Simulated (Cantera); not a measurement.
Equilibrium for abatement and gas-phase synthesis: HI + H₂O + O₂

Input: 1 mol HI, 7.9 mol H₂O, 0.26 mol O₂, equilibrated at 0.000430 bar.

Cantera equilibrium calculation (NASA polynomials, part measured and part estimated; ideal gas, pure solids and liquids). Candidate condensed phases: H₂O, I₂; 12 gas species. Equilibrium is a limit: real reactors are often held back by kinetics, nucleation or transport.

```json
[
 {"T (°C)": "1000", "log p H₂O": "-3.42", "log p H": "-9.91", "log p O": "-10.12", "log p H₂": "-7.53", "log p I": "-4.34", "log p OH": "-7.73", "log p O₂": "-6.31"},
 {"T (°C)": "1100", "log p H₂O": "-3.42", "log p H": "-8.88", "log p O": "-9.34", "log p H₂": "-6.81", "log p I": "-4.34", "log p OH": "-7.24", "log p O₂": "-6.26"},
 {"T (°C)": "1200", "log p H₂O": "-3.42", "log p H": "-8.02", "log p O": "-8.62", "log p H₂": "-6.23", "log p I": "-4.34", "log p OH": "-6.78", "log p O₂": "-6.13"},
 {"T (°C)": "1300", "log p H₂O": "-3.42", "log p H": "-7.28", "log p O": "-7.94", "log p H₂": "-5.78", "log p I": "-4.34", "log p OH": "-6.36", "log p O₂": "-5.91"},
 {"T (°C)": "1400", "log p H₂O": "-3.42", "log p H": "-6.65", "log p O": "-7.31", "log p H₂": "-5.41", "log p I": "-4.34", "log p OH": "-5.98", "log p O₂": "-5.66"},
 {"T (°C)": "1500", "log p H₂O": "-3.43", "log p H": "-6.10", "log p O": "-6.73", "log p H₂": "-5.11", "log p I": "-4.35", "log p OH": "-5.63", "log p O₂": "-5.41"},
 {"T (°C)": "1600", "log p H₂O": "-3.45", "log p H": "-5.61", "log p O": "-6.21", "log p H₂": "-4.85", "log p I": "-4.35", "log p OH": "-5.32", "log p O₂": "-5.17"},
 {"T (°C)": "1700", "log p H₂O": "-3.48", "log p H": "-5.18", "log p O": "-5.75", "log p H₂": "-4.62", "log p I": "-4.36", "log p OH": "-5.06", "log p O₂": "-4.96"},
 {"T (°C)": "1800", "log p H₂O": "-3.52", "log p H": "-4.80", "log p O": "-5.33", "log p H₂": "-4.44", "log p I": "-4.38", "log p OH": "-4.83", "log p O₂": "-4.78"},
 {"T (°C)": "1900", "log p H₂O": "-3.60", "log p H": "-4.47", "log p O": "-4.96", "log p H₂": "-4.30", "log p I": "-4.41", "log p OH": "-4.64", "log p O₂": "-4.64"},
 {"T (°C)": "2000", "log p H₂O": "-3.73", "log p H": "-4.18", "log p O": "-4.64", "log p H₂": "-4.21", "log p I": "-4.46", "log p OH": "-4.51", "log p O₂": "-4.54"},
 {"T (°C)": "2100", "log p H₂O": "-3.94", "log p H": "-3.95", "log p O": "-4.38", "log p H₂": "-4.19", "log p I": "-4.52", "log p OH": "-4.45", "log p O₂": "-4.51"},
 {"T (°C)": "2200", "log p H₂O": "-4.25", "log p H": "-3.78", "log p O": "-4.18", "log p H₂": "-4.26", "log p I": "-4.60", "log p OH": "-4.47", "log p O₂": "-4.56"},
 {"T (°C)": "2300", "log p H₂O": "-4.69", "log p H": "-3.67", "log p O": "-4.04", "log p H₂": "-4.42", "log p I": "-4.68", "log p OH": "-4.59", "log p O₂": "-4.70"}
]
```
log p: log10 of the partial pressure in bar; nothing condenses.

From 1000 °C to 2300 °C nothing is condensed.
